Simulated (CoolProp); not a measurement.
Vapour pressure (MPa) of 1-butene: the reference equation beside estimates from Tc = 419.3 K, pc = 4.006 MPa, ω = 0.192. Clausius-Clapeyron is anchored at 240.4 K with a constant enthalpy of vaporisation of 23.35 kJ/mol.

Computed with CoolProp (reference Helmholtz-energy equation of state, Lemmon 2005). It is a short technical equation, of lower accuracy than the large ones.

| T (K) | reference | Clausius-Clapeyron | van der Waals | Redlich-Kwong | Soave-Redlich-Kwong | Peng-Robinson |
|---|---|---|---|---|---|---|
| 227.6 | 0.01610 | 0.01642 | 0.1903 | 0.02637 | 0.01580 | 0.01653 |
| 240.4 | 0.03168 | 0.03168 | 0.2663 | (withheld) | 0.03117 | 0.03215 |
| 253.2 | 0.05760 | 0.05717 | 0.3611 | 0.08774 | 0.05686 | 0.05799 |
| 266 | (withheld) | 0.09749 | 0.4766 | 0.1439 | 0.09715 | 0.09818 |
| 278.7 | 0.1573 | 0.1577 | 0.6134 | 0.2228 | 0.1565 | 0.1570 |
| 291.5 | 0.2417 | 0.2455 | (withheld) | 0.3305 | 0.2414 | 0.2409 |
| 304.3 | 0.3567 | 0.3682 | 0.9630 | 0.4717 | 0.3578 | 0.3556 |
| 317.1 | 0.5087 | (withheld) | 1.178 | 0.6513 | 0.5123 | 0.5076 |

Q: Some entries are withheld; supply them.

A: 
- 240.4, Redlich-Kwong: 0.05007
- 266, reference: 0.09803
- 291.5, van der Waals: 0.7753
- 317.1, Clausius-Clapeyron: 0.5343

Absolute difference from the reference over all 8 rows, mean and median: Clausius-Clapeyron 1.7 and 1.2 %, van der Waals 443.5 and 338.1 %, Redlich-Kwong 45.0 and 44.2 %, Soave-Redlich-Kwong 0.9 and 0.8 %, Peng-Robinson 0.8 and 0.3 %.
